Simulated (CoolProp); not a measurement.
Properties of oxygen along the isobar 5440 kPa.

Computed with CoolProp (reference Helmholtz-energy equation of state, Schmidt 1985).

```
T (°C)    phase       Z  cv (kJ/(kg K))  speed of sound (m/s)  viscosity (µPa s)  Prandtl number
-------  ------  ------  --------------  --------------------  -----------------  --------------
-200.35  liquid  0.2334           1.012                  1062                350            3.27
-194.75  liquid  0.2212          0.9871                  1020                289            2.81
-189.15  liquid  0.2110          0.9636                 976.8                243            2.48
-183.55  liquid  0.2022          0.9417                 933.7                208            2.24
-177.95  liquid  0.1949          0.9213                 890.4                181            2.06
-172.35  liquid  0.1887          0.9025                 846.5                159            1.93
-166.75  liquid  0.1835          0.8852                 801.9                140            1.83
-161.15  liquid  0.1794          0.8693                 756.1                124            1.76
-155.55  liquid  0.1762          0.8551                 708.7                111            1.71
-149.95  liquid  0.1741          0.8425                 659.4               98.2            1.69
-144.35  liquid  0.1731          0.8321                 607.3               87.0            1.69
-138.75  liquid  0.1735          0.8244                 551.4               76.7            1.72
-133.15  liquid  0.1758          0.8208                 489.9               66.9            1.80
```

Viscosity comes from a separate model (Lemmon 2004). Thermal conductivity comes from a separate model (Lemmon 2004).
